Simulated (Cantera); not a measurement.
A perfectly stirred reactor is fed with N₂O : H₂ : N₂ = 1 : 0.0039 : 0.58 (molar parts), at 128 Torr; it is held at 1600 K, and followed from long to short residence time.

Cantera simulation using GRI-Mech 3.0 (53 species, 325 reactions); the numbers are that mechanism's predictions, not measurements. GRI-Mech 3.0 was tuned for natural gas; its chemistry of N2O as a main component is partial and can be far from experiment. The temperature is held fixed by assumption; the heat of reaction is taken as removed at once.

### Question
What does this change do: temperature 1600 to 1073 K?

### Answer
```
quantity                 before    after
---------------------  --------  -------
x(N₂O) at τ = 29.0 s   0.000906    0.497
x(H₂) at τ = 29.0 s     2.73e-7  1.85e-5
x(NO) at τ = 29.0 s      0.0451  0.00548
x(OH) at τ = 29.0 s     5.53e-5  1.35e-6
x(HO₂) at τ = 29.0 s    4.15e-8  8.85e-9
x(N₂O) at τ = 67.0 ms     0.176    0.630
x(H₂) at τ = 67.0 ms    2.39e-5  0.00165
x(NO) at τ = 67.0 ms     0.0917  1.67e-5
x(OH) at τ = 67.0 ms   0.000126  2.32e-6
x(HO₂) at τ = 67.0 ms   3.64e-7  1.24e-6
```
The mechanism lacks the step 2 NO + O2 → 2 NO2, which can matter for NO2 below about 1400 K.
